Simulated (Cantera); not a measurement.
An adiabatic, constant-volume homogeneous reactor starts with H₂ : O₂ : N₂ = 1 : 0.595 : 2.24 (molar parts), at 950 K and 10.0 bar. Integrator tolerance rtol = 1e-08.

Cantera simulation using GRI-Mech 3.0 (53 species, 325 reactions); the numbers are that mechanism's predictions, not measurements. The hydrogen kinetics of GRI-Mech 3.0 are dated; newer H2 mechanisms differ, most at raised pressure.

```json
[
 {"quantity": "time of steepest temperature rise", "before": "29.8 ms", "after": "1.45 µs"},
 {"quantity": "temperature at 0.200 s", "before": "2956 K", "after": "3154 K"},
 {"quantity": "equilibrium temperature", "before": "2956 K", "after": "3154 K"},
 {"quantity": "x(H₂) at 0.200 s", "before": "0.0134 (gas-phase equilibrium 0.0134)", "after": "0.0269 (gas-phase equilibrium 0.0269)"},
 {"quantity": "x(O₂) at 0.200 s", "before": "0.0224 (gas-phase equilibrium 0.0224)", "after": "0.0235 (gas-phase equilibrium 0.0235)"},
 {"quantity": "x(H₂O₂) at 0.200 s", "before": "3.43e-6 (gas-phase equilibrium 3.43e-6)", "after": "3.50e-6 (gas-phase equilibrium 3.50e-6)"},
 {"quantity": "x(NO) at 0.200 s", "before": "0.0135 (gas-phase equilibrium 0.0135)", "after": "0.0173 (gas-phase equilibrium 0.0173)"},
 {"quantity": "x(HO₂) at 0.200 s", "before": "2.74e-5 (gas-phase equilibrium 2.74e-5)", "after": "3.47e-5 (gas-phase equilibrium 3.47e-5)"},
 {"quantity": "x(OH) at 0.200 s", "before": "0.0198 (gas-phase equilibrium 0.0198)", "after": "0.0315 (gas-phase equilibrium 0.0315)"},
 {"quantity": "x(H₂O) at 0.200 s", "before": "0.270 (gas-phase equilibrium 0.270)", "after": "0.243 (gas-phase equilibrium 0.243)"}
]
```

Q: Name the change that produced these shifts.
A) pressure from 10.0 bar to 0.400 bar
B) initial temperature 950 to 1498 K
C) N2 2.24 to 3.2 parts
D) constant pressure in place of constant volume

A: B, initial temperature 950 to 1498 K
